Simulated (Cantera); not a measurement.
A freely propagating, adiabatic, planar premixed flame of CH3OH : O2 : N2 = 1 : 1.15 : 4.34 (molar parts), equivalence ratio 1.3, unburnt at 300 K and 0.610 bar; mixture-averaged transport, grid criteria slope 0.08 and curve 0.16, no radiation.

Cantera simulation using GRI-Mech 3.0 (53 species, 325 reactions); the numbers are that mechanism's predictions, not measurements. GRI-Mech 3.0 was tuned for natural gas; its chemistry of methanol as a main component is partial and can be far from experiment. Burning velocities carry a grid error of a few per cent, more on coarse grids.

Q: How do the results move with these cheaper or finer settings: unity-Lewis-number transport; multicomponent transport; multicomponent+Soret transport; grid criteria slope 0.5, curve 1; grid criteria slope 0.25, curve 0.5; grid criteria slope 0.03, curve 0.06?

A: 
```csv
setting,laminar burning velocity,thermal thickness,peak x(C2H6),peak x(HCN),grid points
as above,56.5 cm/s,0.422 mm,1.41e-6,5.03e-7,126
unity-Lewis-number transport,32.5 cm/s,0.670 mm,1.45e-6,7.21e-7,129
multicomponent transport,56.5 cm/s,0.429 mm,1.41e-6,5.04e-7,126
multicomponent+Soret transport,55.3 cm/s,0.431 mm,1.35e-6,4.99e-7,127
"grid criteria slope 0.5, curve 1",63.4 cm/s,0.458 mm,1.46e-6,5.11e-7,41
"grid criteria slope 0.25, curve 0.5",60.0 cm/s,0.436 mm,1.43e-6,5.01e-7,63
"grid criteria slope 0.03, curve 0.06",55.1 cm/s,0.420 mm,1.37e-6,4.94e-7,323
```
The base run took about 8 core-seconds (a rough figure).
Unity Lewis numbers drop preferential diffusion, which matters most where H2 and H carry the flame; Soret adds thermal diffusion.
